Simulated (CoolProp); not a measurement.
Properties of ethanol at several states (Tc = 514.7 K, pc = 6268 kPa, ω = 0.644).

The numbers come from the reference Helmholtz-energy equation of state, Schroeder 2014 in CoolProp.

```tsv
T (K)	p (kPa)	phase	density (kg/m³)	speed of sound (m/s)	Joule-Thomson coefficient (K/MPa)	Prandtl number	fugacity coefficient
357.6	103	gas	1.646	264.3	56.26	0.856	0.9706
284.5	257	liquid	796.9	1189	-0.3749	20.0	0.01341
573.1	211	gas	2.052	333.7	6.138	0.813	0.9941
```

Viscosity comes from a separate model (Kiselev 2005). Thermal conductivity comes from a separate model (Assael 2013).
